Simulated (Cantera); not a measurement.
Premixed flame

A freely propagating, adiabatic, planar premixed flame of H₂ : O₂ : N₂ : H₂O = 1 : 0.417 : 1.57 : 0.24 (molar parts), equivalence ratio 1.2, unburnt at 423 K and 7.70 bar; mixture-averaged transport, grid criteria slope 0.08 and curve 0.16, no radiation.

Cantera simulation using the H2/O2 subset of GRI-Mech 3.0, which has no nitrogen chemistry; the numbers are that mechanism's predictions, not measurements. The hydrogen kinetics of GRI-Mech 3.0 are dated; newer H2 mechanisms differ, most at raised pressure. Burning velocities carry a grid error of a few per cent, more on coarse grids.

| z (mm) | T (K) | u (m/s) | x H₂ | x O₂ | x H₂O | x O | x H | x HO₂ |
|---|---|---|---|---|---|---|---|---|
| -0.0942 | 423 | 2.81 | 0.310 | 0.129 | 0.0744 | <1e-8 | <1e-8 | <1e-8 |
| -0.0628 | 423 | 2.80 | 0.309 | 0.129 | 0.0745 | <1e-8 | <1e-8 | 6.80e-8 |
| -0.0471 | 424 | 2.80 | 0.307 | 0.130 | 0.0747 | <1e-8 | <1e-8 | 4.28e-7 |
| -0.0314 | 431 | 2.83 | 0.300 | 0.131 | 0.0758 | 1.00e-7 | <1e-8 | 9.49e-6 |
| -0.0157 | 554 | 3.47 | 0.261 | 0.134 | 0.0894 | 5.33e-6 | 3.35e-6 | 0.000545 |
| -0.00785 | 902 | 5.45 | 0.211 | 0.121 | 0.133 | 0.000151 | 0.000837 | 0.00151 |
| 0 | 1353 | 8.02 | 0.154 | 0.0878 | 0.207 | 0.00114 | 0.00660 | 0.000712 |
| 0.00785 | 1662 | 9.78 | 0.106 | 0.0513 | 0.276 | 0.00230 | 0.0140 | 0.000316 |
| 0.0157 | 1840 | 10.8 | 0.0788 | 0.0276 | 0.317 | 0.00259 | 0.0174 | 0.000144 |
| 0.0314 | 2009 | 11.7 | 0.0610 | 0.0106 | 0.348 | 0.00219 | 0.0159 | 4.59e-5 |
| 0.0628 | 2142 | 12.4 | 0.0552 | 0.00444 | 0.363 | 0.00124 | 0.0105 | 1.66e-5 |
| 0.126 | 2230 | 12.9 | 0.0525 | 0.00201 | 0.373 | 0.000530 | 0.00615 | 6.24e-6 |
| 0.251 | 2282 | 13.1 | 0.0507 | 0.000796 | 0.379 | 0.000197 | 0.00350 | 1.94e-6 |
x: mole fraction of selected species; z is measured from the peak of heat release.

```yaml
laminar_burning_velocity: 281 cm/s
thermal_thickness: 0.0314 mm
peak x(O): 0.00259
peak x(H): 0.0177
peak x(HO₂): 0.00156
grid_points: 113
```
